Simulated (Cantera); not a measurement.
# Thermodynamics of silicon nitride deposition, feed SiH2Cl2 + N2

A closed system holds: 1 mol SiH2Cl2, a varied amount of N2, held at 825 K and 0.203 Torr.

These are equilibrium values from Cantera (NASA tables, ideal gas, pure condensed phases), not measurements of a reactor. Candidate condensed phases: NH4Cl, Si, Si3N4; 28 gas species. N2 is the only nitrogen source here; it is nearly inert below about 1500 K, so the nitride shown seldom forms there in practice. The tables' values for SiCl3 are old estimates; treat these amounts as uncertain. Equilibrium is a limit: real reactors are often held back by kinetics, nucleation or transport.

```json
[
 {"n(N2) (mol)": "0.32", "log p N2": "-14.93", "log p H2": "-3.76", "log p HCl": "-5.35", "log p SiCl4": "-4.07", "log p SiHCl3": "-5.39", "log p SiCl3": "-6.45", "n Si(s)": "0.0196", "n Si3N4(s)": "0.160"},
 {"n(N2) (mol)": "0.54", "log p N2": "-4.97", "log p H2": "-4.05", "log p HCl": "-3.90", "log p SiCl4": "-4.35", "log p SiHCl3": "-7.40", "log p SiCl3": "-8.32", "n Si(s)": "0", "n Si3N4(s)": "0.235"},
 {"n(N2) (mol)": "0.91", "log p N2": "-4.29", "log p H2": "-4.20", "log p HCl": "-3.91", "log p SiCl4": "-4.50", "log p SiHCl3": "-7.71", "log p SiCl3": "-8.55", "n Si(s)": "0", "n Si3N4(s)": "0.249"},
 {"n(N2) (mol)": "1.5", "log p N2": "-4.02", "log p H2": "-4.35", "log p HCl": "-3.97", "log p SiCl4": "-4.65", "log p SiHCl3": "-7.94", "log p SiCl3": "-8.71", "n Si(s)": "0", "n Si3N4(s)": "0.257"},
 {"n(N2) (mol)": "2.6", "log p N2": "-3.84", "log p H2": "-4.54", "log p HCl": "-4.09", "log p SiCl4": "-4.84", "log p SiHCl3": "-8.21", "log p SiCl3": "-8.88", "n Si(s)": "0", "n Si3N4(s)": "0.265"},
 {"n(N2) (mol)": "4.4", "log p N2": "-3.74", "log p H2": "-4.75", "log p HCl": "-4.22", "log p SiCl4": "-5.05", "log p SiHCl3": "-8.48", "log p SiCl3": "-9.06", "n Si(s)": "0", "n Si3N4(s)": "0.271"},
 {"n(N2) (mol)": "7.4", "log p N2": "-3.67", "log p H2": "-4.98", "log p HCl": "-4.39", "log p SiCl4": "-5.28", "log p SiHCl3": "-8.78", "log p SiCl3": "-9.24", "n Si(s)": "0", "n Si3N4(s)": "0.277"}
]
```
log p: log10 of the partial pressure in bar; n: condensed amount in mol.

At 0.32 mol N2 the condensed part is Si(s) + Si3N4(s). From 0.54 mol N2 to 7.4 mol N2 the condensed part is Si3N4(s). The main Si-bearing gas is SiCl4 throughout. The share of Si in condensed phases is highest at 7.4 mol N2 (83.1 %) and lowest at 0.32 mol N2 (50.0 %).
